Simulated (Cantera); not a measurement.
An adiabatic, constant-pressure homogeneous reactor starts with CO : H2 : O2 : N2 = 1 : 0.28 : 0.457 : 5.03 (molar parts), equivalence ratio 1.4, at 1025 K and 760 Torr.

Computed with Cantera and GRI-Mech 3.0 (53 species, 325 reactions).

Q: Predict: time of steepest temperature rise; temperature at 0.700 s; equilibrium temperature; x(CO) at 0.700 s; x(H2) at 0.700 s; x(O2) at 0.700 s; x(NO) at 0.700 s; x(HO2) at 0.700 s.

A: 
- time of steepest temperature rise: 0.551 ms
- temperature at 0.700 s: 2068 K
- equilibrium temperature: 2068 K
- x(CO) at 0.700 s: 0.0539 (gas-phase equilibrium 0.0539)
- x(H2) at 0.700 s: 0.00426 (gas-phase equilibrium 0.00426)
- x(O2) at 0.700 s: 1.98e-5 (gas-phase equilibrium 1.98e-5)
- x(NO) at 0.700 s: 9.12e-5 (gas-phase equilibrium 8.99e-5)
- x(HO2) at 0.700 s: 2.24e-9 (gas-phase equilibrium 2.24e-9)
